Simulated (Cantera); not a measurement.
An isothermal, constant-pressure homogeneous reactor starts with 0.611 % CH₃OH, 0.838 % O₂, 98.6 % N₂, at 1273 K and 3.00 bar.

Model: GRI-Mech 3.0 (53 species, 325 reactions), integrated in Cantera. GRI-Mech 3.0 was tuned for natural gas; its chemistry of methanol as a main component is partial and can be far from experiment.

x: mole fraction; the columns are a selection and need not sum to one.

```json
[
 {"t (s)": "2.00e-6", "x CH₃OH": "0.00611", "x O₂": "0.00838", "x HCO": "<1e-12", "x CH₃": "3.64e-9", "x HO₂": "2.99e-9"},
 {"t (s)": "1.35e-5", "x CH₃OH": "0.00611", "x O₂": "0.00838", "x HCO": "<1e-12", "x CH₃": "2.37e-8", "x HO₂": "6.60e-8"},
 {"t (s)": "9.18e-5", "x CH₃OH": "0.00611", "x O₂": "0.00838", "x HCO": "1.13e-12", "x CH₃": "[?]", "x HO₂": "[?]"},
 {"t (s)": "0.000621", "x CH₃OH": "0.00610", "x O₂": "0.00837", "x HCO": "3.48e-11", "x CH₃": "[?]", "x HO₂": "[?]"},
 {"t (s)": "0.00421", "x CH₃OH": "0.000763", "x O₂": "0.00577", "x HCO": "4.50e-7", "x CH₃": "3.97e-8", "x HO₂": "5.73e-5"},
 {"t (s)": "0.0285", "x CH₃OH": "<1e-12", "x O₂": "9.54e-7", "x HCO": "1.38e-10", "x CH₃": "<1e-12", "x HO₂": "1.12e-9"},
 {"t (s)": "0.193", "x CH₃OH": "<1e-12", "x O₂": "1.39e-8", "x HCO": "1.05e-11", "x CH₃": "<1e-12", "x HO₂": "1.23e-11"},
 {"t (s)": "1.31", "x CH₃OH": "<1e-12", "x O₂": "7.55e-10", "x HCO": "1.21e-12", "x CH₃": "<1e-12", "x HO₂": "<1e-12"},
 {"t (s)": "8.86", "x CH₃OH": "<1e-12", "x O₂": "2.59e-11", "x HCO": "<1e-12", "x CH₃": "<1e-12", "x HO₂": "<1e-12"},
 {"t (s)": "60.0", "x CH₃OH": "<1e-12", "x O₂": "<1e-12", "x HCO": "<1e-12", "x CH₃": "<1e-12", "x HO₂": "<1e-12"}
]
```

Q: What belongs in the gaps?

A: 
- 9.18e-5, x CH₃: 1.25e-7
- 9.18e-5, x HO₂: 5.51e-7
- 0.000621, x CH₃: 1.70e-7
- 0.000621, x HO₂: 4.56e-6
